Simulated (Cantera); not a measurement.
Feed: 1 mol AlN, 0.049 mol Br2, 0.066 mol O2, at 700 °C and 17000 Pa.

Method: chemical equilibrium by Gibbs-energy minimisation in Cantera with the NASA 1993 tables (ideal gas, pure condensed phases). Candidate condensed phases: Al, AlBr3, AlN, Al2O3, Br2; 21 gas species. Equilibrium is a limit: real reactors are often held back by kinetics, nucleation or transport.

Base state: N2 0.650, AlBr3 0.349, Al2Br6 0.00117 (mole fractions); condensed: AlN(s) + Al2O3(s).

Question: What changes in the equilibrium state with this change: AlN replaced by Al2O3?

Answer: 
| species | before | after |
|---|---|---|
| O2 | <1e-9 | 0.572 |
| Br2 | 4.85e-8 | 0.421 |
| Br | 2.21e-6 | 0.00652 |
| N2 | 0.650 | 0 |
| AlBr3 | 0.349 | <1e-9 |
| Al2Br6 | 0.00117 | <1e-9 |
| AlN(s), mol | 0.879 | 0 |
| Al2O3(s), mol | 0.0440 | 1.00 |
